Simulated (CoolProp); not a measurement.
A simple Rankine cycle with 1,2-dichloroethane: condensing at 303.15 K, boiler at 0.687 MPa, turbine inlet 437.8 K, turbine efficiency 0.75, pump efficiency 0.6, no recuperator. Each further row changes one setting.

Model: reference Helmholtz-energy equation of state, Thol 2015, in CoolProp.

```
case                             thermal efficiency (%)  net work (kJ/kg)  heat in (kJ/kg)  turbine exit temperature (K)  volume ratio over the turbine
-------------------------------  ----------------------  ----------------  ---------------  ----------------------------  -----------------------------
as stated                                          18.6              85.4              459                         328.5                           43.6
turbine inlet 457.8 K                              18.8              90.4              480                         347.1                           43.2
condensing temperature 295.15 K                    19.7              92.3              469                         320.3                           62.1
boiler pressure 0.481 MPa                          17.4              80.5              464                         339.7                           30.3
turbine efficiency 0.65                            16.1              73.9              459                         341.9                           45.3
```
